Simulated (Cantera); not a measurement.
Input: 1 mol Al, 2.5 mol NH3, 92 mol H2, held at 1798.15 K and 24.0 bar.

These are equilibrium values from Cantera (NASA tables, ideal gas, pure condensed phases), not measurements of a reactor. Candidate condensed phases: Al, AlN; 13 gas species. Rates play no part.

Base state: H2 0.992, N2 0.00774, H 7.17e-5, NH3 6.11e-5 (mole fractions); condensed: AlN(s).

Question: What changes in the equilibrium state with this change: Al replaced by Fe?

Answer: 
| species | before | after |
|---|---|---|
| H2 | 0.992 | 0.987 |
| N2 | 0.00774 | 0.0128 |
| NH3 | 6.11e-5 | 7.82e-5 |
| H | 7.17e-5 | 7.15e-5 |
| AlN(s), mol | 1.000 | 0 |
| Fe(δ), mol | 0 | 1.000 |
Further candidate phases: Fe.
